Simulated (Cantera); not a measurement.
# Adiabatic ignition

An adiabatic, constant-volume homogeneous reactor starts with CH4 : C2H6 : C3H8 : O2 : N2 : H2O = 1 : 0.13 : 0.39 : 8.81 : 33.1 : 12 (molar parts), equivalence ratio 0.50, at 1475 K and 300000 Pa.

Detailed kinetics in Cantera: GRI-Mech 3.0 (53 species, 325 reactions). GRI-Mech 3.0 was tuned for natural gas; its chemistry of propane as a main component is partial and can be far from experiment.

```
t (s)     T (K)  P (bar)   x CH4   x C2H6    x C3H8     x CO    x C2H4
--------  -----  -------  ------  -------  --------  -------  --------
4.00e-6    1474     3.00  0.0180  0.00232   0.00689  7.04e-7  0.000146
1.55e-5    1474     3.00  0.0178  0.00229   0.00615  4.99e-5   0.00105
5.99e-5    1568     3.23  0.0129  0.00107  0.000842  0.00681   0.00634
0.000232   2379     4.90  <1e-12   <1e-12    <1e-12  0.00129    <1e-12
0.000896   2378     4.90  <1e-12   <1e-12    <1e-12  0.00128    <1e-12
0.00346    2376     4.89  <1e-12   <1e-12    <1e-12  0.00127    <1e-12
0.0134     2369     4.88  <1e-12   <1e-12    <1e-12  0.00124    <1e-12
0.0518     2361     4.86  <1e-12   <1e-12    <1e-12  0.00120    <1e-12
0.200      2360     4.86  <1e-12   <1e-12    <1e-12  0.00119    <1e-12
0.776      2360     4.86  <1e-12   <1e-12    <1e-12  0.00119    <1e-12
3.00       2360     4.86  <1e-12   <1e-12    <1e-12  0.00119    <1e-12
```
x: mole fraction; the columns are a selection and need not sum to one.

| Quantity | Value |
|---|---|
| time of steepest temperature rise | 69.6 µs |
| temperature at 3.00 s | 2360 K |
| equilibrium temperature | 2360 K |
| x(CH4) at 3.00 s | <1e-12 (gas-phase equilibrium <1e-12) |
| x(C2H6) at 3.00 s | <1e-12 (gas-phase equilibrium <1e-12) |
| x(C3H8) at 3.00 s | <1e-12 (gas-phase equilibrium <1e-12) |
